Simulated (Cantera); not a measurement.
Equilibrium for silicon carbide growth: CH3SiCl3 + C3H8 + H2

Feed: 1 mol CH3SiCl3, 0.078 mol C3H8, 1.2 mol H2, at 1002 °C.

These are equilibrium values from Cantera (NASA tables, ideal gas, pure condensed phases), not measurements of a reactor. Candidate condensed phases: C, C6H6, C7H8, C8H18, Si, SiC; 109 gas species. The feed counts by its element totals alone. The tables' values for SiCl3 are old estimates; treat these amounts as uncertain. Rates play no part.

| P (Pa) | x HCl | x H2 | x SiCl4 | x SiHCl3 | x SiCl2 | x SiCl3 | x CH4 | n C(graphite) | n SiC(s) |
|---|---|---|---|---|---|---|---|---|---|
| 100 | 0.613 | 0.368 | 0.00876 | 0.000212 | 0.00687 | 0.00304 | 1.25e-6 | 0.318 | 0.916 |
| 270 | 0.584 | 0.389 | 0.0174 | 0.000467 | 0.00589 | 0.00396 | 3.78e-6 | 0.356 | 0.878 |
| 720 | 0.542 | 0.418 | 0.0297 | 0.000926 | 0.00472 | 0.00464 | 1.17e-5 | 0.409 | 0.825 |
| 1900 | 0.491 | 0.454 | 0.0449 | 0.00167 | 0.00357 | 0.00496 | 3.63e-5 | 0.471 | 0.763 |
| 5200 | 0.432 | 0.495 | 0.0622 | 0.00287 | 0.00254 | 0.00493 | 0.000118 | 0.540 | 0.693 |
| 14000 | 0.373 | 0.536 | 0.0795 | 0.00460 | 0.00175 | 0.00462 | 0.000372 | 0.608 | 0.624 |
| 37000 | 0.317 | 0.574 | 0.0955 | 0.00697 | 0.00118 | 0.00416 | 0.00113 | 0.670 | 0.560 |
| 100000 | 0.264 | 0.607 | 0.110 | 0.0102 | 0.000771 | 0.00362 | 0.00342 | 0.721 | 0.499 |
x: gas mole fraction; n: condensed amount in mol.

From 0.00100 bar to 1.00 bar the condensed part is C(graphite) + SiC(s). The main Si-bearing gas is SiCl4 throughout. The share of Si in condensed phases is highest at 0.00100 bar (91.6 %) and lowest at 1.00 bar (49.9 %).
